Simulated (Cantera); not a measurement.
A closed system holds: 1 mol CHF3, 0.047 mol CH4, held at 2275 K and 0.450 Torr.

Method: chemical equilibrium by Gibbs-energy minimisation in Cantera with the NASA 1993 tables (ideal gas, pure condensed phases). Candidate condensed phases: C, C6H6, C7H8, C8H18; 95 gas species. Equilibrium is a limit: real reactors are often held back by kinetics, nucleation or transport.

Task: What is the equilibrium state?

Result: 
- x(F): 0.474
- x(HF): 0.431
- x(CF2): 0.0862
- x(CF): 0.00720
- x(CF4): 0.000664
- x(CF3): 0.000392
- x(H): 0.000120
- x(C3): 1.75e-5
- x(C): 9.24e-6
- n(C(graphite)): 0.787 mol
- gas amount: 2.755 mol
